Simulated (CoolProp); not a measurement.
n-heptane at 521.32 K and 0.918 MPa flows at 0.064 m/s in a round tube of 4.6 mm bore and 0.25 µm roughness, fully developed (64/Re and Nu = 3.66 if laminar; Colebrook and Gnielinski if turbulent). Each further row changes one setting.

Values from CoolProp's reference Helmholtz-energy equation of state, Span 2003. It is a short technical equation, of lower accuracy than the large ones.

```csv
case,Reynolds number,Darcy friction factor,pressure drop (Pa/m),heat-transfer coefficient (W/(m² K)),mass flow (kg/h)
as stated,(withheld),(withheld),(withheld),31.5,0.0957
velocity 0.128 m/s,1370,0.0468,2.08,31.5,0.191
diameter 9.2 mm,1370,0.0468,0.260,(withheld),0.383
```

Task: Some entries are withheld; supply them.

Result: 
- as stated, Reynolds number: 684
- as stated, Darcy friction factor: 0.0936
- as stated, pressure drop (Pa/m): 1.04
- diameter 9.2 mm, heat-transfer coefficient (W/(m² K)): 15.7

Viscosity comes from a separate model (Michailidou 2014). Thermal conductivity comes from a separate model (Assael 2013).
